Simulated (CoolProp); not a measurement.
Dimethyl ether along the isotherm 166.45 °C: Z from the reference equation and from simpler models built on Tc = 127.2 °C, pc = 5337 kPa, ω = 0.196; each cubic takes its own stable root.

Model: reference Helmholtz-energy equation of state, Wu 2011, in CoolProp.

```csv
p (kPa),phase,reference
1030,gas,0.9476
2050,gas,0.8934
3080,gas,0.8353
4110,gas,0.7726
5130,gas,0.7046
6160,supercritical,0.6287
7180,supercritical,0.5476
8210,supercritical,0.4677
9240,supercritical,0.4110
10300,supercritical,0.3901
11300,supercritical,0.3906
12300,supercritical,0.3997
13300,supercritical,0.4130
```

Question: How far does each simpler model (van der Waals, Redlich-Kwong, Soave-Redlich-Kwong, Peng-Robinson) lie from the reference over these 13 states: mean and median of the absolute difference, and the worst?

Answer: 
- van der Waals: mean 8.9 %, median 6.0 %, worst +26.2 % at 166.45 °C and 13300 kPa
- Redlich-Kwong: mean 4.0 %, median 0.6 %, worst +11.7 % at 166.45 °C and 13300 kPa
- Soave-Redlich-Kwong: mean 8.5 %, median 5.8 %, worst +18.0 % at 166.45 °C and 11300 kPa
- Peng-Robinson: mean 3.9 %, median 1.5 %, worst +9.3 % at 166.45 °C and 10300 kPa
